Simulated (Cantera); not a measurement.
Charge: 1 mol Fe, 0.24 mol H2S, 43 mol CO, held at 1423.15 K and 16.5 Torr.

Cantera equilibrium calculation (NASA polynomials, part measured and part estimated; ideal gas, pure solids and liquids). Candidate condensed phases: C, C6H6, C7H8, C8H18, Fe, Fe(CO)5, FeO, Fe(OH)2, Fe(OH)3, FeS, FeSO4, FeS2, Fe2O3, Fe2(SO4)3, Fe3O4, H2O, H2SO4, S; 127 gas species. Metal and sulfide melt together well below either melting point, which pure phases cannot show. Mutual solubility and eutectic melting of coexisting phases are not modelled. FeS: taken at fixed stoichiometry. The numbers say what is thermodynamically allowed, not how fast it happens.

Base state: CO 0.993, H2 0.00547, COS 0.000392, S2 0.000227, CO2 0.000194, CS2 0.000187, H2S 6.58e-5, SH 1.31e-5 (mole fractions); condensed: Fe(γ) + FeS(s).

Q: What changes in the equilibrium state with this change: 0.33 mol CH4 added?

A: 
```csv
species,before,after
CO,0.993,0.978
H2,0.00547,0.0202
CS2,0.000187,0.00123
CO2,0.000194,2.86e-5
CS,9.71e-6,6.39e-5
H2S,6.58e-5,0.000243
SH,1.31e-5,2.51e-5
COS,0.000392,0.000385
"Fe(γ), mol",0.817,0.920
"FeS(s), mol",0.183,0.0802
"C(graphite), mol",0,0.274
```
Iron dissolves carbon and melts from about 1420 K in contact with it, which pure phases cannot show. Condensed phases not in the tables: cementite and carbon dissolved in iron.
